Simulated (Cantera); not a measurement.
A closed system holds: 1 mol FeCl3, 0.12 mol O2, 230 mol H2, held at 390 Torr.

Method: chemical equilibrium by Gibbs-energy minimisation in Cantera with the NASA 1993 tables (ideal gas, pure condensed phases). Candidate condensed phases: Fe, FeCl2, FeCl3, FeO, Fe(OH)2, Fe(OH)3, Fe2O3, Fe3O4, H2O; 22 gas species. Equilibrium is a limit: real reactors are often held back by kinetics, nucleation or transport.

Task: What share of the Fe ends up in condensed phases as a function of T (°C), at 650, 800, 950, 1100, 1250, 1400, 1550, 1700, 1850?

Result: 
| T (°C) | Fe condensed (%) | as |
|---|---|---|
| 650 | 99.5 | Fe(α) |
| 800 | 99.1 | Fe(α) |
| 950 | 98.5 | Fe(γ) |
| 1100 | 97.8 | Fe(γ) |
| 1250 | 97.0 | Fe(γ) |
| 1400 | 96.1 | Fe(δ) |
| 1550 | 93.8 | Fe(l) |
| 1700 | 83.4 | Fe(l) |
| 1850 | 35.4 | Fe(l) |
